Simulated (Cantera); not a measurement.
An isothermal, constant-pressure homogeneous reactor starts with CH₄ : H₂ : H = 0.02 : 1 : 0.038 (molar parts), at 2400 K and 0.0263 atm.

Model: GRI-Mech 3.0 (53 species, 325 reactions), integrated in Cantera. GRI-Mech 3.0 stops at C3 and has no aromatics, soot or wall deposition, so with more carbon than oxygen in the feed, carbon stays in small species such as C2H2 where larger ones or solid carbon would form. Radical loss at walls, strong at low pressure, is not modelled.

x: mole fraction; the columns are a selection and need not sum to one.

| t (s) | x CH₄ | x H₂ | x H | x C₂H₂ | x CH₂ | x CH₃ |
|---|---|---|---|---|---|---|
| 1.00e-5 | 0.0125 | 0.952 | 0.0295 | 6.17e-6 | 0.000111 | 0.00616 |
| 3.71e-5 | 0.0116 | 0.953 | 0.0289 | 0.000187 | 0.000188 | 0.00637 |
| 0.000138 | 0.0102 | 0.954 | 0.0285 | 0.00126 | 0.000171 | (withheld) |
| 0.000512 | 0.00700 | 0.957 | 0.0283 | 0.00384 | 0.000128 | (withheld) |
| 0.00190 | 0.00276 | 0.958 | 0.0304 | 0.00707 | 6.88e-5 | (withheld) |
| 0.00707 | 0.000561 | 0.954 | 0.0364 | 0.00877 | 2.25e-5 | (withheld) |
| 0.0263 | 8.11e-5 | 0.945 | 0.0461 | 0.00912 | 5.50e-6 | (withheld) |
| 0.0976 | 1.18e-5 | 0.926 | 0.0649 | 0.00908 | 1.66e-6 | (withheld) |
| 0.362 | 4.98e-6 | 0.902 | 0.0889 | 0.00896 | 1.38e-6 | 8.98e-6 |
| 1.35 | 4.51e-6 | 0.898 | 0.0930 | 0.00894 | 1.38e-6 | 8.53e-6 |
| 5.00 | 4.51e-6 | 0.898 | 0.0930 | 0.00894 | 1.38e-6 | 8.53e-6 |

Problem. Fill in the missing entries.

Solution. 
- 0.000138, x CH₃: 0.00556
- 0.000512, x CH₃: 0.00377
- 0.00190, x CH₃: 0.00161
- 0.00707, x CH₃: 0.000392
- 0.0263, x CH₃: 7.25e-5
- 0.0976, x CH₃: 1.51e-5
